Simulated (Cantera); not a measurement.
Charge: 1 mol CH4, 0.058 mol NH3, 37 mol H2, held at 1.00 Torr.

Equilibrium computed with Cantera from the NASA thermochemical tables; the gas is ideal and each condensed phase is pure. Candidate condensed phases: C, C6H6, C7H8, C8H18; 92 gas species. The numbers say what is thermodynamically allowed, not how fast it happens.

x: gas mole fraction; n: condensed amount in mol.

| T (K) | x H2 | x H | x C2H2 (acetylene) | x HCN | x N2 | x C3 | n C(graphite) |
|---|---|---|---|---|---|---|---|
| 1873 | 0.981 | 0.0175 | 0.000306 | ___ | 0.000623 | 7.32e-10 | 0.967 |
| 1923 | 0.973 | 0.0255 | 0.000439 | ___ | 0.000596 | 2.89e-9 | 0.954 |
| 1973 | 0.962 | 0.0362 | 0.000616 | ___ | 0.000565 | 1.06e-8 | 0.938 |
| 2023 | 0.948 | 0.0506 | 0.000846 | ___ | 0.000531 | 3.64e-8 | 0.916 |
| 2073 | 0.929 | 0.0694 | 0.00114 | ___ | 0.000494 | 1.18e-7 | 0.889 |
| 2123 | 0.904 | 0.0934 | 0.00150 | ___ | 0.000454 | 3.59e-7 | 0.856 |
| 2173 | 0.874 | 0.124 | 0.00193 | ___ | 0.000413 | 1.04e-6 | 0.814 |
| 2223 | 0.836 | 0.160 | 0.00243 | 0.000571 | 0.000371 | 2.87e-6 | 0.765 |
| 2273 | 0.791 | 0.205 | 0.00298 | 0.000612 | 0.000330 | 7.57e-6 | 0.706 |
| 2323 | 0.739 | 0.256 | 0.00358 | 0.000643 | 0.000290 | 1.91e-5 | 0.637 |
| 2373 | 0.679 | 0.315 | 0.00418 | 0.000663 | 0.000252 | 4.63e-5 | 0.557 |
| 2423 | 0.614 | 0.380 | 0.00475 | 0.000671 | 0.000218 | 0.000108 | 0.465 |
| 2473 | 0.543 | 0.450 | 0.00524 | 0.000667 | 0.000187 | 0.000244 | 0.354 |
| 2523 | 0.470 | 0.522 | 0.00560 | 0.000651 | 0.000161 | 0.000531 | 0.210 |

### Question
Some entries are withheld; supply them.

### Answer

- 1873, x HCN: 0.000214
- 1923, x HCN: 0.000259
- 1973, x HCN: 0.000309
- 2023, x HCN: 0.000362
- 2073, x HCN: 0.000416
- 2123, x HCN: 0.000471
- 2173, x HCN: 0.000524
